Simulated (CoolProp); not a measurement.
Vapour-liquid equilibrium of n-hexane (1) + hexamethyldisiloxane (MM) (2) at 0.00235 MPa; x and y are mole fractions of (1).

Model: multi-fluid Helmholtz-energy mixture model, Thol 2019 and Thol 2016; pair parameters Bell 2016, in CoolProp.

```
x     bubble temperature (K)  y at the bubble point  dew temperature at overall composition x (K)  liquid density (mol/L)
----  ----------------------  ---------------------  --------------------------------------------  ----------------------
0.05                   280.0                  0.164                                         281.6                   4.895
0.2                    274.7                  0.487                                         279.5                   5.258
0.35                   270.5                  0.683                                         277.2                   5.657
0.5                    266.7                  0.814                                         274.5                   6.101
0.65                   263.2                  0.903                                         271.3                   6.598
0.8                    260.1                  0.960                                         267.2                   7.158
0.95                   257.5                  0.993                                         260.7                   7.793
```

No azeotrope shows between x = 0.05 and 0.95.

Pair parameters are fitted to limited data, so mixtures are less certain than the pure fluids.
